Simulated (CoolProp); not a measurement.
A Linde-Hampson liquefier for oxygen: isothermal reversible compression at 280 K from 1 atm to 40 MPa, throttling to 1 atm, return gas leaving the recuperator 2 K below the feed. Each further row changes one setting.

The numbers come from the reference Helmholtz-energy equation of state, Schmidt 1985 in CoolProp.

```csv
case,liquid yield per pass,compression work (kJ/kg of gas)
as stated,0.181,423
high pressure 80 MPa,0.179,485
warm-end temperature 310 K,0.139,476
warm-end gap 7 K,0.171,423
```

Above 300 K oxygen's equation is extrapolated.
